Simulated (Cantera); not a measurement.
An isothermal, constant-pressure homogeneous reactor starts with CH4 : N2 = 1 : 54 (molar parts), at 1200 K and 13300 Pa. Integrator tolerance rtol = 1e-08.

Model: GRI-Mech 3.0 (53 species, 325 reactions), integrated in Cantera. GRI-Mech 3.0 stops at C3 and has no aromatics, soot or wall deposition, so with more carbon than oxygen in the feed, carbon stays in small species such as C2H2 where larger ones or solid carbon would form.

**Question.** What does this change do: temperature 1200 to 1673 K?

**Answer.** 
```tsv
quantity	before	after
x(CH4) at 100 s	0.0181 (gas-phase equilibrium 0.00102)	8.13e-6 (gas-phase equilibrium 2.71e-6)
x(C2H) at 100 s	<1e-12 (gas-phase equilibrium <1e-12)	8.38e-8 (gas-phase equilibrium 7.99e-9)
x(C2H6) at 100 s	1.01e-5 (gas-phase equilibrium 3.18e-8)	1.60e-11 (gas-phase equilibrium 1.72e-12)
x(HCN) at 100 s	<1e-12 (gas-phase equilibrium 0.0137)	1.64e-5 (gas-phase equilibrium 0.0162)
x(CH3) at 100 s	1.23e-6 (gas-phase equilibrium 6.66e-8)	3.17e-7 (gas-phase equilibrium 1.06e-7)
x(CH2) at 100 s	2.20e-12 (gas-phase equilibrium <1e-12)	6.11e-10 (gas-phase equilibrium 2.04e-10)
```
